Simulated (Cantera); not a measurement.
Si + HCl + H2 (chlorosilane synthesis and conversion)

A closed system holds: 1 mol Si, 1.9 mol HCl, 3.1 mol H2, at 1523 K and 0.670 bar.

Equilibrium computed with Cantera from the NASA thermochemical tables; the gas is ideal and each condensed phase is pure. Candidate condensed phases: Si; 19 gas species. The tables' values for SiCl3 are old estimates; treat these amounts as uncertain. The numbers say what is thermodynamically allowed, not how fast it happens.

The x(H2) is 0.767 and the x(HCl) comes out as 0.126. The x(SiCl2) is 0.0674. The x(SiCl3) is 0.0171 and the x(SiCl4) is 0.0129. The x(SiHCl3) is 0.00883 and the x(SiH2Cl2) is 0.000972. The x(SiH3Cl) is 3.16e-5, the x(H) comes out as 2.47e-5 and the n(Si(s)) is 0.480 mol. The gas amount comes out as 4.848 mol.
